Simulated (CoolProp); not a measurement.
R227EA along the isobar 17.4 MPa: Z from the reference equation and from simpler models built on Tc = 101.8 °C, pc = 2.925 MPa, ω = 0.358; each cubic takes its own stable root.

The numbers come from the reference Helmholtz-energy equation of state, Lemmon 2016 in CoolProp.

```
T (°C)          phase  reference  van der Waals  Redlich-Kwong  Soave-Redlich-Kwong  Peng-Robinson
------  -------------  ---------  -------------  -------------  -------------------  -------------
-15.05         liquid     0.8622          1.331         0.9477               0.9207         0.8203
2.65           liquid     0.8331          1.268         0.9122               0.8864         0.7897
20.45          liquid     0.8095          1.214         0.8832               0.8592         0.7657
38.15          liquid     0.7913          1.168         0.8600               0.8389         0.7481
55.95          liquid     0.7779          1.128         0.8416               0.8245         0.7361
73.75          liquid     0.7690          1.093         0.8277               0.8159         0.7298
91.45          liquid     0.7648          1.063         0.8178               0.8130         0.7290
109.25  supercritical     0.7651          1.038         0.8116               0.8155         0.7335
```
